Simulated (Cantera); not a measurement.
A perfectly stirred reactor is fed with 1.16 % CO, 0.338 % O2, 2.03 % H2O, 96.5 % N2, equivalence ratio 1.7, at 1.97 atm; it is held at 1225 K, and followed from long to short residence time.

Detailed kinetics in Cantera: GRI-Mech 3.0 (53 species, 325 reactions).

One state of this run: x CO = 0.00257; x O2 = 2.58e-5; x H2O = 0.0180; x NO = 8.55e-8; x H2O2 = 3.98e-9; x H2 = 0.00228. x: mole fraction; the columns are a selection and need not sum to one.

Question: Which value of τ (s) does it belong to?
A) 0.0038
B) 0.033
C) 0.28
D) 0.14

Answer: C, 0.28
